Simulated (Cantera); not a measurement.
A closed system holds: 1 mol CHF3, 1.3 mol F2, at 1752 °C.

These are equilibrium values from Cantera (NASA tables, ideal gas, pure condensed phases), not measurements of a reactor. Candidate condensed phases: C, C6H6, C7H8, C8H18; 95 gas species. Gases not in the tables: C2F6 and larger saturated fluorocarbons. Equilibrium is a limit: real reactors are often held back by kinetics, nucleation or transport.

Problem. Which condensed phases are stable at each of these points (P (Pa)): 1, 6.80, 46, 320, 2200, 15000, 100000?

Solution. 
```tsv
P (Pa)	condensed phases	C condensed (%)
1	C(graphite)	76.4
6.80	C(graphite)	15.5
46	gas only	0.0
320	gas only	0.0
2200	gas only	0.0
15000	gas only	0.0
100000	gas only	0.0
```

From 0.00750 Torr to 0.0510 Torr the condensed part is C(graphite). From 0.345 Torr to 750 Torr nothing is condensed.
